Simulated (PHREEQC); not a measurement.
# Brine: an equilibrium model

Solution (25 °C): 2.4 mol LiCl and 0.11 mol CaCl2 per kg of water. Closed to the air; pH follows from the charge balance.

All values are PHREEQC results (Pitzer model, pitzer.dat), not measurements.

Each row changes one thing in this solution. Precipitation was switched off in this run.

| case | pH | SI of Portlandite (Ca(OH)2) |
|---|---|---|
| as made | 6.46 | -11.07 |
| diluted 2-fold with water | 6.71 | -11.15 |
| LiCl left out | 6.89 | -10.53 |
| LiCl from 2.4 to 0.24 mol/kgw | 6.85 | -10.64 |
| diluted 5-fold with water | 6.87 | -11.29 |
| 0.085 mol/kgw HCl added | 0.71 | -22.55 |
